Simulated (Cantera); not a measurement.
Feed: 1 mol MgO, 0.7 mol N₂, equilibrated at 20.3 Torr.

These are equilibrium values from Cantera (NASA tables, ideal gas, pure condensed phases), not measurements of a reactor. Candidate condensed phases: Mg, MgO; 13 gas species. Equilibrium is a limit: real reactors are often held back by kinetics, nucleation or transport.

x: gas mole fraction; n: condensed amount in mol.

```csv
T (K),x N₂,x Mg,x O₂,x O,n MgO(s)
1500,1.00,3.62e-8,1.40e-10,2.92e-10,1.00
1650,1.000,7.49e-7,1.43e-8,1.89e-8,1.000
1800,1.000,9.76e-6,6.08e-7,5.77e-7,1.000
1950,1.000,9.17e-5,1.23e-5,9.65e-6,1.000
2100,0.999,(withheld),(withheld),(withheld),1.000
2250,0.993,(withheld),(withheld),(withheld),0.997
2400,0.968,0.0186,0.00561,0.00395,0.986
2550,0.871,0.0748,0.0242,0.0175,0.937
```

Problem. Fill in the missing entries.

Solution. 
- 2250, x Mg: 0.00390
- 2250, x O₂: 0.00103
- 2250, x O: 0.000722
- 2100, x Mg: 0.000669
- 2100, x O₂: 0.000140
- 2100, x O: 0.000100
